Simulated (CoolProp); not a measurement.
Normal hydrogen along the isotherm 36 K: density (kg/m³) from the reference equation and from simpler models built on Tc = 33.1 K, pc = 1.296 MPa, ω = -0.219; each cubic takes its own stable root.

Computed with CoolProp (reference Helmholtz-energy equation of state, Leachman 2009).

```
p (MPa)          phase  reference  van der Waals  Redlich-Kwong  Peng-Robinson
-------  -------------  ---------  -------------  -------------  -------------
0.00615            gas    0.04147        0.04147        0.04147        0.04148
0.00928            gas    0.06262        0.06261        0.06262        0.06264
0.014              gas    0.09455        0.09454        0.09456        0.09461
0.0211             gas     0.1427         0.1427         0.1427         0.1428
0.0318             gas     0.2155         0.2155         0.2156         0.2158
0.048              gas     0.3264         0.3262         0.3265         0.3271
0.0725             gas     0.4956         0.4951         0.4958         0.4971
0.109              gas     0.7508         0.7496         0.7512         0.7543
0.165              gas        ___          1.148          1.151          1.158
0.249              gas      1.769          1.762          1.771            ___
0.375              gas      2.744          2.729            ___          2.790
0.566              gas        ___          4.314            ___          4.467
0.854              gas      7.171          7.074          7.171          7.476
1.29               gas      13.07          12.80            ___          14.03
1.94     supercritical        ___          31.02            ___          36.86
```

**Question.** What belongs in the gaps?

**Answer.** 
- 0.165, reference: 1.150
- 0.249, Peng-Robinson: 1.788
- 0.375, Redlich-Kwong: 2.748
- 0.566, reference: 4.352
- 0.566, Redlich-Kwong: 4.359
- 1.29, Redlich-Kwong: 12.88
- 1.94, reference: 35.30
- 1.94, Redlich-Kwong: 29.41
